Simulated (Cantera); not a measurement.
Feed: 1 mol C3H8, 4.1 mol CO2, held at 1000 K and 0.00133 bar.

Method: chemical equilibrium by Gibbs-energy minimisation in Cantera with the NASA 1993 tables (ideal gas, pure condensed phases). Candidate condensed phases: C, C6H6, C7H8, C8H18, H2O; 110 gas species. Equilibrium is a limit: real reactors are often held back by kinetics, nucleation or transport.

Question: What is the equilibrium state?

Answer: 
```json
{
  "x(CO)": "0.569",
  "x(H2)": "0.332",
  "x(CO2)": "0.0705",
  "x(H2O)": "0.0286",
  "gas_amount": "11.10 mol",
  "log10 activity of C(graphite) (absent)": "-2.46"
}
```
